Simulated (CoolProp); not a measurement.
Vapour-liquid equilibrium of hydrogen sulfide (1) + n-pentane (2) at 695 kPa; x and y are mole fractions of (1).

Model: multi-fluid Helmholtz-energy mixture model, Lemmon 2006 and Thol 2019; pair parameters Kunz 2012, in CoolProp.

```
x     bubble temperature, mixture model (K)  bubble temperature, Raoult's law (K)  y, mixture model  y, Raoult's law
----  -------------------------------------  ------------------------------------  ----------------  ---------------
0.05                                  360.1                                 355.0             0.361            0.472
0.15                                  322.3                                 324.9             0.784            0.795
0.25                                  298.0                                 307.1             0.912            0.898
0.35                                  284.6                                 295.1             0.952            0.943
0.45                                    ___                                 286.3             0.968            0.966
0.55                                    ___                                 279.5             0.976            0.979
0.65                                  270.0                                 273.9             0.981            0.987
0.75                                  267.5                                 269.3               ___            0.993
0.85                                  264.8                                 265.3             0.990            0.996
0.95                                  261.9                                 261.9               ___            0.999
```

Task: What belongs in the gaps?

Result: 
- 0.45, bubble temperature, mixture model (K): 277.3
- 0.55, bubble temperature, mixture model (K): 273.0
- 0.75, y, mixture model: 0.985
- 0.95, y, mixture model: 0.997

The largest gap from Raoult's law is -10.5 K in bubble temperature, at x = 0.35. No azeotrope shows between x = 0.05 and 0.95.

Pair parameters are fitted to limited data, so mixtures are less certain than the pure fluids. The gap from Raoult's law changes sign with composition, which may be real or a fault of the pair parameters; it wasn't checked against measurements.
